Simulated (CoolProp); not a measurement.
The fluid at 333.2 K and 1.7 MPa flows at 0.055 m/s in a round tube of 25 mm bore and 1.5 µm roughness, fully developed (64/Re and Nu = 3.66 if laminar; Colebrook and Gnielinski if turbulent). The same conditions are run with several fluids, on thermodynamics alone (safety and materials aside).

Values from CoolProp's reference Helmholtz-energy equation of state of each fluid (R410A: Lemmon 2003; R507A: Lemmon 2003; R13: Platzer 1990; R143a: Lemmon and Jacobsen 2000). The equations of Platzer and Polt are older, rougher fits. Blends and air are pseudo-pure fits.

Task: Rank R410A, R507A, R13, R143a by Reynolds number, highest first.

Result: R507A (7210), R143a (6840), R13 (6050), R410A (4840)

| fluid | Darcy friction factor | pressure drop (Pa/m) | heat-transfer coefficient (W/(m² K)) | mass flow (kg/h) |
|---|---|---|---|---|
| R410A | 0.0378 | 0.122 | 12.5 | 5.16 |
| R507A | 0.0338 | 0.158 | 18.6 | 7.52 |
| R13 | 0.0355 | 0.155 | 12.8 | 7.03 |
| R143a | 0.0343 | 0.137 | 18.7 | 6.44 |

Transport values come from each fluid's own correlations; those of R13, R143a are estimates that may be off by 10 % or more.
